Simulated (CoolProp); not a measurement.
Properties of 1,2-dichloroethane along the isotherm 226.85 °C (Tc = 288.4 °C, pc = 5226 kPa, ω = 0.269).

The numbers come from the reference Helmholtz-energy equation of state, Thol 2015 in CoolProp.

```csv
p (kPa),phase,density (kg/m³),isothermal compressibility (1/MPa)
24.8,gas,0.5918,40.42
37.4,gas,0.8935,26.84
56.4,gas,1.350,17.83
85.1,gas,2.043,11.85
128,gas,3.086,7.913
194,gas,4.708,5.257
292,gas,7.158,3.529
441,gas,10.98,2.377
665,gas,16.99,1.620
1000,gas,26.62,1.131
1510,gas,43.28,0.8233
2280,liquid,867.6,0.01074
3440,liquid,877.7,0.009357
5200,liquid,891.0,0.007880
7840,liquid,907.9,0.006431
```
